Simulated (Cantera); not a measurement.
Input: 1 mol SiO2, 0.87 mol CO, 5.2 mol CH4, held at 1923.15 K and 1 atm.

Equilibrium computed with Cantera from the NASA thermochemical tables; the gas is ideal and each condensed phase is pure. Candidate condensed phases: C, C6H6, C7H8, C8H18, H2O, Si, SiC, SiO2; 123 gas species. Kinetics and transport are ignored.

Base state: H2 0.782, CO 0.215, SiO 0.00166, H 0.000829, C2H2 (acetylene) 0.000353, CH4 0.000326, H2O 2.74e-5 (mole fractions); condensed: C(graphite) + SiC(s).

### Question
What changes in the equilibrium state with this change: SiO2 replaced by Cu2O?

### Answer
```tsv
species	before	after
H2	0.782	0.844
CO	0.215	0.152
Cu	0	0.00202
SiO	0.00166	0
H2O	2.74e-5	2.10e-5
CH4	0.000326	0.000379
C2H2 (acetylene)	0.000353	0.000381
H	0.000829	0.000861
C(graphite), mol	2.23	4.19
SiC(s), mol	0.978	0
Cu(l), mol	0	1.98
```
Further candidate phases: Cu, CuO, Cu(OH)2, Cu2O.
